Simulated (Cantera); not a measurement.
A perfectly stirred reactor is fed with C2H6 : O2 : N2 : H2O = 1 : 8.14 : 30.6 : 9.5 (molar parts), equivalence ratio 0.43, at 2.50 bar; it is adiabatic with a 473 K inlet, and is followed from long to short residence time, starting on the burning branch (τ in s: 0.047, 0.016, 0.0052, 0.0018, 0.00059, 0.0002, 6.6e-05, 2.2e-05, 7.3e-06).

Model: GRI-Mech 3.0 (53 species, 325 reactions), integrated in Cantera.

Task: What does this change do: N2 30.6 to 41 parts?

Result: 
| quantity | before | after |
|---|---|---|
| blow-out, bracketed by the residence times tried | burning at 47.0 ms, out at 16.0 ms | not reached |
| x(C2H6) at τ = 47.0 ms | 0.000161 | 0.0168 |
| x(O2) at τ = 47.0 ms | 0.0992 | 0.136 |
| x(H2O) at τ = 47.0 ms | 0.248 | 0.159 |
| x(CH4) at τ = 47.0 ms | 2.25e-5 | <1e-12 |
| x(NO) at τ = 47.0 ms | 1.37e-9 | <1e-12 |
| x(C2H6) at τ = 0.590 ms | 0.0203 | 0.0168 |
| x(O2) at τ = 0.590 ms | 0.165 | 0.136 |
| x(H2O) at τ = 0.590 ms | 0.193 | 0.159 |
| x(CH4) at τ = 0.590 ms | <1e-12 | <1e-12 |
| x(NO) at τ = 0.590 ms | <1e-12 | <1e-12 |
| state | not reached | not burning at any residence time tried |

Task: What does this change do: N2 30.6 to 39 parts?

Result: 
```
quantity                                                                      before                                    after
------------------------------------------------  ----------------------------------  ---------------------------------------
blow-out, bracketed by the residence times tried  burning at 47.0 ms, out at 16.0 ms                              not reached
x(C2H6) at τ = 47.0 ms                                                      0.000161                                   0.0173
x(O2) at τ = 47.0 ms                                                          0.0992                                    0.141
x(H2O) at τ = 47.0 ms                                                          0.248                                    0.165
x(CH4) at τ = 47.0 ms                                                        2.25e-5                                   <1e-12
x(NO) at τ = 47.0 ms                                                         1.37e-9                                   <1e-12
x(C2H6) at τ = 0.590 ms                                                       0.0203                                   0.0173
x(O2) at τ = 0.590 ms                                                          0.165                                    0.141
x(H2O) at τ = 0.590 ms                                                         0.193                                    0.165
x(CH4) at τ = 0.590 ms                                                        <1e-12                                   <1e-12
x(NO) at τ = 0.590 ms                                                         <1e-12                                   <1e-12
state                                                                    not reached  not burning at any residence time tried
```
